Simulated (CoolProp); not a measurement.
Vapour-liquid equilibrium of fluoroethane (R161) (1) + R134a (2) at 1.8 MPa; x and y are mole fractions of (1).

The numbers come from the multi-fluid Helmholtz-energy mixture model, Wu 2012 and Tillner-Roth 1994; pair parameters Bell 2016 in CoolProp.

Problem. Give the bubble temperature and the first vapour's composition at x = 0.05, 0.35, 0.45. Is there an azeotrope?

Solution. x = 0.05: 335.7 K, y = 0.055; x = 0.35: 333.1 K, y = 0.383; x = 0.45: 332.0 K, y = 0.489. No azeotrope shows between x = 0.05 and 0.95.

The pair parameters rest on a limited set of measurements; away from them the model extrapolates.
